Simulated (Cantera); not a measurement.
Charge: 1 mol AlCl3, 2.1 mol HCl, 2.1 mol N2, at 1502 °C and 25.0 mbar.

Method: chemical equilibrium by Gibbs-energy minimisation in Cantera with the NASA 1993 tables (ideal gas, pure condensed phases). Candidate condensed phases: Al, AlCl3, AlN, NH4Cl; 20 gas species. The tables' values for AlCl2 are old estimates; treat these amounts as uncertain. Equilibrium is a limit: real reactors are often held back by kinetics, nucleation or transport.

Base state: N2 0.401, HCl 0.395, AlCl3 0.186, Cl 0.0105, AlCl2 0.00419, H2 0.00282, AlCl 0.000308, H 9.72e-5 (mole fractions); condensed: gas only.

What changes in the equilibrium state with this change: pressure from 25.0 mbar to 4.50 mbar?


| species | before | after |
|---|---|---|
| N2 | 0.401 | 0.396 |
| HCl | 0.395 | 0.389 |
| AlCl3 | 0.186 | 0.176 |
| Cl | 0.0105 | 0.0218 |
| AlCl2 | 0.00419 | 0.0105 |
| AlCl | 0.000308 | 0.00206 |
| H | 9.72e-5 | 0.000255 |
| Cl2 | 3.48e-5 | 2.73e-5 |
